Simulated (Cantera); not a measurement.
Cantera run, input and output.

```python
import numpy as np
import cantera as ct

gas = ct.Solution("gri30.yaml")


def delay(T, t_max=10):
    gas.TPX = T, 34000, {'H2': 1, 'O2': 0.385, 'N2': 1.69}
    reactor = ct.IdealGasConstPressureReactor(gas, clone=False)
    net = ct.ReactorNet([reactor])
    net.rtol, net.atol = 1e-8, 1e-16
    while net.time < t_max:
        t_old, T_old = net.time, reactor.T
        net.step()
        if reactor.T > T + 400:  # ignition: a rise of 400 K
            return t_old + (T + 400 - T_old) / (reactor.T - T_old) * (net.time - t_old)
    return np.nan


taus = []
for T in [1000, 1075, 1150, 1225, 1300, 1375, 1450, 1525, 1600]:
    taus.append(delay(T))
    print(f"T0 = {T:6g} K   tau = {taus[-1]:.4e} s")
```

It prints:

```
T0 =   1000 K   tau = 5.6880e-04 s
T0 =   1075 K   tau = 3.1822e-04 s
T0 =   1150 K   tau = 2.0843e-04 s
T0 =   1225 K   tau = 1.5287e-04 s
T0 =   1300 K   tau = 1.2328e-04 s
T0 =   1375 K   tau = 1.0794e-04 s
T0 =   1450 K   tau = 1.0127e-04 s
T0 =   1525 K   tau = 1.0034e-04 s
T0 =   1600 K   tau = 1.0355e-04 s
```

Model: GRI-Mech 3.0 (53 species, 325 reactions), integrated in Cantera. Where the delays flatten at high temperature, the 400 K rule measures the pace of heat release, not the induction time.
